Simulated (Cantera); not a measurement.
Input: 1 mol SiHCl₃, 15 mol NH₃, 45 mol N₂, equilibrated at 1825 K.

Equilibrium computed with Cantera from the NASA thermochemical tables; the gas is ideal and each condensed phase is pure. Candidate condensed phases: NH₄Cl, Si, Si₃N₄; 28 gas species. Gases not in the tables: Si₂H₆ and higher silanes. The numbers say what is thermodynamically allowed, not how fast it happens.

Task: Which condensed phases are stable at each of these points (P (Pa)): 5, 15, 45, 140, 410, 1200, 3700, 11000, 33000, 100000?

Result: 
```tsv
P (Pa)	condensed phases	Si condensed (%)
5	gas only	0.0
15	gas only	0.0
45	gas only	0.0
140	Si(l)	18.5
410	Si(l)	37.0
1200	Si(l)	43.6
3700	Si₃N₄(s)	57.2
11000	Si₃N₄(s)	73.3
33000	Si₃N₄(s)	84.6
100000	Si₃N₄(s)	91.7
```

From 5.00e-5 bar to 0.000450 bar nothing is condensed. From 0.00140 bar to 0.0120 bar the condensed part is Si(l). From 0.0370 bar to 1.00 bar the condensed part is Si₃N₄(s).
